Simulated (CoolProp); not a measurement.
Vapour-liquid equilibrium of R22 (1) + ethanol (2) at 328.7 K; x and y are mole fractions of (1).

The numbers come from the multi-fluid Helmholtz-energy mixture model, Kamei 1995 and Schroeder 2014; pair parameters Bell 2016 in CoolProp.

| x | bubble pressure, mixture model (MPa) | bubble pressure, Raoult's law (MPa) | y, mixture model | y, Raoult's law |
|---|---|---|---|---|
| 0.05 | 0.1932 | 0.1464 | 0.804 | 0.752 |
| 0.15 | [?] | 0.3627 | 0.928 | 0.911 |
| 0.25 | 0.8269 | 0.5791 | 0.956 | 0.951 |
| 0.35 | 1.094 | 0.7955 | 0.968 | 0.969 |
| 0.45 | 1.305 | 1.012 | 0.974 | 0.979 |
| 0.55 | [?] | 1.228 | 0.978 | 0.986 |
| 0.65 | 1.595 | 1.445 | [?] | 0.991 |
| 0.75 | 1.718 | 1.661 | 0.984 | 0.994 |
| 0.85 | [?] | 1.877 | 0.988 | 0.997 |
| 0.95 | 2.066 | 2.094 | 0.995 | 0.999 |

Problem. Fill in the missing entries.

Solution. 
- 0.15, bubble pressure, mixture model (MPa): 0.5171
- 0.55, bubble pressure, mixture model (MPa): 1.466
- 0.65, y, mixture model: 0.981
- 0.85, bubble pressure, mixture model (MPa): 1.864

The largest gap from Raoult's law is +42.8 % in bubble pressure, at x = 0.25. No azeotrope shows between x = 0.05 and 0.95.

Pair parameters are fitted to limited data, so mixtures are less certain than the pure fluids. The gap from Raoult's law changes sign with composition, which may be real or a fault of the pair parameters; it wasn't checked against measurements.
